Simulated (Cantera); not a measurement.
A perfectly stirred reactor is fed with C₂H₄ : H₂ = 1 : 21 (molar parts), at 0.00750 bar; it is held at 1950 K, and followed from long to short residence time.

Cantera simulation using GRI-Mech 3.0 (53 species, 325 reactions); the numbers are that mechanism's predictions, not measurements. GRI-Mech 3.0 was tuned for natural gas; its chemistry of ethylene as a main component is partial and can be far from experiment. GRI-Mech 3.0 stops at C3 and has no aromatics, soot or wall deposition, so with more carbon than oxygen in the feed, carbon stays in small species such as C2H2 where larger ones or solid carbon would form. Radical loss at walls, strong at low pressure, is not modelled.

Task: What does this change do: pressure from 0.00750 bar to 0.0267 bar?

Result: 
```json
[
 {"quantity": "x(C₂H₄) at τ = 5.60 s", "before": "6.55e-6", "after": "1.13e-5"},
 {"quantity": "x(H₂) at τ = 5.60 s", "before": "0.948", "after": "0.950"},
 {"quantity": "x(CH₄) at τ = 5.60 s", "before": "3.57e-5", "after": "9.95e-5"},
 {"quantity": "x(C₂H₂) at τ = 5.60 s", "before": "0.0432", "after": "0.0433"},
 {"quantity": "x(C₂H₆) at τ = 5.60 s", "before": "1.65e-11", "after": "1.41e-10"},
 {"quantity": "x(C₂H₄) at τ = 78.0 ms", "before": "0.00200", "after": "0.000451"},
 {"quantity": "x(H₂) at τ = 78.0 ms", "before": "0.956", "after": "0.955"},
 {"quantity": "x(CH₄) at τ = 78.0 ms", "before": "1.36e-5", "after": "2.91e-5"},
 {"quantity": "x(C₂H₂) at τ = 78.0 ms", "before": "0.0415", "after": "0.0430"},
 {"quantity": "x(C₂H₆) at τ = 78.0 ms", "before": "1.07e-9", "after": "1.25e-9"}
]
```

Task: What does this change do: C2H4 1 to 0.28 parts?

Result: 
```tsv
quantity	before	after
x(C₂H₄) at τ = 5.60 s	6.55e-6	2.24e-6
x(H₂) at τ = 5.60 s	0.948	0.979
x(CH₄) at τ = 5.60 s	3.57e-5	1.45e-5
x(C₂H₂) at τ = 5.60 s	0.0432	0.0129
x(C₂H₆) at τ = 5.60 s	1.65e-11	3.65e-12
x(C₂H₄) at τ = 78.0 ms	0.00200	0.000706
x(H₂) at τ = 78.0 ms	0.956	0.987
x(CH₄) at τ = 78.0 ms	1.36e-5	2.93e-6
x(C₂H₂) at τ = 78.0 ms	0.0415	0.0123
x(C₂H₆) at τ = 78.0 ms	1.07e-9	3.22e-10
```
